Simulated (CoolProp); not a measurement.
A single-stage vapour-compression cycle with R227EA: evaporating at 235.15 K (dew point), condensing at 300.15 K (bubble point), superheat 0 K, subcooling 2 K, compressor efficiency 0.85, no pressure losses. Each further row changes one setting.

Computed with CoolProp (reference Helmholtz-energy equation of state, Lemmon 2016).

| case | cooling COP | pressure ratio | discharge temperature (K) | refrigerating effect (kJ/kg) | volumetric capacity (kJ/m³) |
|---|---|---|---|---|---|
| as stated | 1.99 | 13.5 | 300.1 | 71.1 | 227 |
| evaporating temperature 240.15 K | 2.30 | 10.4 | 300.1 | 74.3 | 303 |
| condensing temperature 295.15 K | 2.29 | 11.6 | 295.2 | 77.0 | 245 |
| subcooling 7 K | 2.16 | 13.5 | 300.1 | 77.0 | 245 |
| superheat 10 K | 2.07 | 13.5 | 303.6 | 78.2 | 238 |
| compressor efficiency 0.75 | 1.76 | 13.5 | 300.1 | 71.1 | 227 |

The compression ends wet for: as stated; evaporating temperature 240.15 K; condensing temperature 295.15 K; subcooling 7 K; compressor efficiency 0.75.
